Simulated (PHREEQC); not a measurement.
# Acid rinse or clean with alkaline etch or developer: speciation

Solution A (0.013 mol/kgw HCl and 4.3e-05 mol/kgw CuCl2) is mixed with solution B (42 mmol/kgw CsOH and 15 mmol/kgw K3PO4) at 33 °C; shares are by mass of water, 1 kg in all. Oxygen is held at 0.21 atm. No CO2 enters from the air. Only these solids could form: Cu(OH)2, Atacamite, Cu3(PO4)2:3H2O.

Computed with PHREEQC (ion-association model, wateq4f.dat).

Task: Predict pH at share of solution B = 0, 0.4, 0.8.

Result: 
```csv
share of solution B,pH
0,1.93
0.4,11.75
0.8,12.16
```

H3PO4, which wateq4f.dat lacks, is added to it with the constant of phreeqc.dat. The database has no phosphate complexes of Cu. The database's constant for dissolved Cu(OH)2 is higher than later reviews accept.
